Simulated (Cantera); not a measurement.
Reactions in the system Cl-Fe-H

Source: NASA polynomial tables (part measured, part estimated), evaluated in Cantera. Values are per mole of reaction as written; species without (g) are pure solids or liquids, kept so even where they would boil at 1 bar.

H2(g) + 2 FeCl3 ⇌ 2 HCl(g) + 2 FeCl2

| T (K) | ΔH° (kJ) | ΔS° (J/K) | ΔG° (kJ) | log10 K | condensed phases |
|---|---|---|---|---|---|
| 673 | -171.6 | 14.2 | -181.2 | 14.06 | FeCl3(l), FeCl2(s) |
| 723 | -175.1 | 9.3 | -181.7 | 13.13 | FeCl3(l), FeCl2(s) |
| 773 | -178.4 | 4.8 | -182.1 | 12.30 | FeCl3(l), FeCl2(s) |
| 823 | -181.7 | 0.7 | -182.2 | 11.57 | FeCl3(l), FeCl2(s) |
| 873 | -184.9 | -3.1 | -182.2 | 10.90 | FeCl3(l), FeCl2(s) |
| 923 | -188.0 | -6.6 | -181.9 | 10.30 | FeCl3(l), FeCl2(s) |
| 973 | -104.4 | 81.4 | -183.6 | 9.86 | FeCl3(l), FeCl2(l) |
| 1023 | -105.9 | 79.9 | -187.6 | 9.58 | FeCl3(l), FeCl2(l) |
| 1073 | -107.4 | 78.5 | -191.6 | 9.33 | FeCl3(l), FeCl2(l) |
